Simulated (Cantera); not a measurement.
A closed system holds: 1 mol Pb, 0.56 mol O2, 0.4 mol N2, at 275 °C and 29.0 Pa.

Cantera equilibrium calculation (NASA polynomials, part measured and part estimated; ideal gas, pure solids and liquids). Candidate condensed phases: Pb, PbO, PbO2, Pb3O4; 12 gas species. The numbers say what is thermodynamically allowed, not how fast it happens.

Base state: N2 0.870, O2 0.130 (mole fractions); condensed: PbO(red).

### Question
What changes in the equilibrium state with this change: Pb replaced by HgO?

### Answer
| species | before | after |
|---|---|---|
| O2 | 0.130 | 0.431 |
| Hg | 0 | 0.407 |
| N2 | 0.870 | 0.163 |
| PbO(red), mol | 1.00 | 0 |
Further candidate phases: Hg, HgO.
